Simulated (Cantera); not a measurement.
Standard-state values (1 bar) from the NASA 1993 polynomials, evaluated with Cantera. Values are per mole of reaction as written; species without (g) are pure solids or liquids, kept so even where they would boil at 1 bar.

4 Cu(OH)2 → 2 Cu2O + 3 O2(g) + 8 H(g)

```tsv
T (K)	ΔH° (kJ)	ΔS° (J/K)	ΔG° (kJ)	log10 K
300	3204.1	1284.4	2818.7	-490.78
725	3197.4	1272.8	2274.6	-163.88
825	3193.6	1267.9	2147.6	-135.97
925	[?]	[?]	[?]	[?]
1025	3184.8	1258.4	1895.0	-96.57
1125	3180.4	1254.2	1769.4	-82.15
1225	[?]	[?]	[?]	[?]
1325	[?]	[?]	[?]	[?]
```

Q: Complete the blanks.

A: 
- 925, ΔH° (kJ): 3189.4
- 925, ΔS° (J/K): 1263.0
- 925, ΔG° (kJ): 2021.1
- 925, log10 K: -114.13
- 1225, ΔH° (kJ): 3176.2
- 1225, ΔS° (J/K): 1250.7
- 1225, ΔG° (kJ): 1644.1
- 1225, log10 K: -70.10
- 1325, ΔH° (kJ): 3172.5
- 1325, ΔS° (J/K): 1247.8
- 1325, ΔG° (kJ): 1519.2
- 1325, log10 K: -59.89
